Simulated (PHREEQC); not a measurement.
Solution (91 °C): 0.037 mol CsOH, 6.3e-06 mol H4SiO4, 0.001 mol Na2CO3 and 0.028 mol HNO3 per kg of water. Closed to the air; pH follows from the charge balance.

Computed with PHREEQC (ion-association model, wateq4f.dat).

No solid was allowed to form.

Q: Predict the pH.

A: pH 10.29.

Q: In which forms is C present?

A: CO3-2 61 %, HCO3- 24 %, NaCO3- 15 % of the C.

Away from 25 °C the constants follow the database's enthalpies or fits; those with neither stay at their 25 °C values.
